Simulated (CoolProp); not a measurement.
Vapour-liquid equilibrium of R125 (1) + R227EA (2) at 200.8 K; x and y are mole fractions of (1).

Values from CoolProp's multi-fluid Helmholtz-energy mixture model, Lemmon 2005 and Lemmon 2016; pair parameters Bell 2016.

| x | bubble pressure, mixture model (bar) | bubble pressure, Raoult's law (bar) | y, mixture model | y, Raoult's law |
|---|---|---|---|---|
| 0.05 | 0.04982 | 0.04973 | 0.261 | 0.260 |
| 0.125 | 0.06663 | 0.06626 | 0.490 | 0.489 |
| 0.2 | 0.08352 | 0.08279 | 0.628 | 0.626 |
| 0.275 | 0.1004 | 0.09931 | 0.719 | 0.717 |
| 0.35 | 0.1172 | 0.1158 | 0.783 | 0.783 |
| 0.425 | 0.1339 | 0.1324 | 0.832 | 0.832 |
| 0.5 | 0.1505 | 0.1489 | 0.869 | 0.870 |
| 0.575 | 0.1669 | 0.1654 | 0.899 | 0.901 |
| 0.65 | 0.1832 | 0.1820 | 0.924 | 0.926 |
| 0.725 | 0.1994 | 0.1985 | 0.945 | 0.946 |
| 0.8 | 0.2156 | 0.2150 | 0.962 | 0.964 |
| 0.875 | 0.2318 | 0.2315 | 0.978 | 0.979 |
| 0.95 | 0.2481 | 0.2481 | 0.992 | 0.992 |

The largest gap from Raoult's law is +1.2 % in bubble pressure, at x = 0.35. No azeotrope shows between x = 0.05 and 0.95.

The pair parameters rest on a limited set of measurements; away from them the model extrapolates.
